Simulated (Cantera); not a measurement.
Source: NASA polynomial tables (part measured, part estimated), evaluated in Cantera. Values are per mole of reaction as written; species without (g) are pure solids or liquids, kept so even where they would boil at 1 bar.

Si + Cl2(g) = SiCl2(g)

```csv
T (K),ΔH° (kJ),ΔS° (J/K),ΔG° (kJ),log10 K
300,(withheld),(withheld),(withheld),(withheld)
423,(withheld),(withheld),(withheld),(withheld)
448,-169.1,38.1,-186.2,21.71
473,(withheld),(withheld),(withheld),(withheld)
498,-169.3,37.6,-188.1,19.73
523,-169.5,37.4,-189.0,18.88
548,-169.6,37.2,-190.0,18.11
573,(withheld),(withheld),(withheld),(withheld)
```

**Question.** Complete the blanks.

**Answer.** 
- 300, ΔH° (kJ): -168.6
- 300, ΔS° (J/K): 39.4
- 300, ΔG° (kJ): -180.5
- 300, log10 K: 31.42
- 423, ΔH° (kJ): -169.0
- 423, ΔS° (J/K): 38.3
- 423, ΔG° (kJ): -185.2
- 423, log10 K: 22.87
- 473, ΔH° (kJ): -169.2
- 473, ΔS° (J/K): 37.9
- 473, ΔG° (kJ): -187.1
- 473, log10 K: 20.67
- 573, ΔH° (kJ): -169.7
- 573, ΔS° (J/K): 37.0
- 573, ΔG° (kJ): -190.9
- 573, log10 K: 17.40
